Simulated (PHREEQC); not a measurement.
A solution holds 2.2 mmol/kgw CsCl, 19 mmol/kgw NiCl2 and 0.00089 mmol/kgw CaSO4, at 25 °C. Closed to the air; pH follows from the charge balance.

Computed with PHREEQC (ion-association model, wateq4f.dat).

| Property | Value |
|---|---|
| pH | 5.97 |
| ionic strength | 0.0574 mol/kgw |

```
species  molality  activity   log γ
-------  --------  --------  ------
Cl-        0.0393    0.0316  -0.095
Ni+2       0.0181   0.00794  -0.359
Cs+       0.00220   0.00179  -0.090
NiCl+    0.000774  0.000629  -0.090
NiCl2     7.12e-5   7.21e-5   0.006
H+        1.27e-6   1.07e-6  -0.072
NiOH+     1.25e-6   1.02e-6  -0.090
Ca+2      8.90e-7   4.06e-7  -0.341
SO4-2     5.31e-7   2.35e-7  -0.353
NiSO4     3.59e-7   3.64e-7   0.006
OH-       1.16e-8   9.31e-9  -0.096
```

No solid was allowed to form.
